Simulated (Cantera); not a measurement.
**Stirred combustor or abatement burner**

A perfectly stirred reactor is fed with 2.15 % CH4, 2.15 % C2H6, 1.40 % C3H8, 19.8 % O2, 74.5 % N2, equivalence ratio 0.95, at 1.30 bar; it is adiabatic with a 548 K inlet, and is followed from long to short residence time, starting on the burning branch (τ in s: 0.092, 0.026, 0.0076, 0.0022, 0.00064, 0.00018, 5.3e-05, 1.5e-05, 4.4e-06).

Detailed kinetics in Cantera: GRI-Mech 3.0 (53 species, 325 reactions). GRI-Mech 3.0 was tuned for natural gas; its chemistry of propane as a main component is partial and can be far from experiment.

```csv
τ (s),T (K),x CH4,x C2H6,x C3H8,x CO,x NO2,x OH,x HO2
0.092,2343,5.30e-7,4.76e-8,3.83e-8,0.0117,8.43e-7,0.00537,1.68e-6
0.026,2328,1.59e-6,1.66e-7,1.28e-7,0.0132,5.04e-7,0.00588,1.86e-6
0.0076,2289,4.05e-6,5.49e-7,3.85e-7,0.0164,2.39e-7,0.00685,2.31e-6
0.0022,2220,9.85e-6,1.76e-6,1.09e-6,0.0216,9.41e-8,0.00818,3.44e-6
0.00064,2129,2.57e-5,5.41e-6,3.02e-6,0.0275,3.76e-8,0.00927,5.79e-6
0.00018,2024,8.15e-5,1.81e-5,9.49e-6,0.0345,1.68e-8,0.00950,1.05e-5
5.3e-5,1898,0.000368,7.95e-5,4.07e-5,0.0472,8.17e-9,0.00762,2.62e-5
1.5e-5,548,0.0215,0.0215,0.0140,<1e-12,<1e-12,<1e-12,<1e-12
4.4e-6,548,0.0215,0.0215,0.0140,<1e-12,<1e-12,<1e-12,<1e-12
```
x: mole fraction; the columns are a selection and need not sum to one.
